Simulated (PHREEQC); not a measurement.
A PHREEQC speciation (ion-association model, phreeqc.dat) at 25 °C gives pH 1.26 and these molalities:

| species | mol/kgw |
|---|---|
| H+ | 0.0675 |
| HSO4- | 0.0565 |
| SO4-2 | 0.0249 |
| Mn+2 | 0.0194 |
| MnSO4 | 0.00958 |

What are the element totals, and what could have been dissolved in 1 kg of water to give them?

This is not unique; one that fits is totals Mn(2) 0.0290, S(6) 0.0910 mol/kgw, from 0.062 mol/kgw H2SO4 and 0.029 mol/kgw MnSO4.

No solid was allowed to form. Species that the database lacks are ignored.
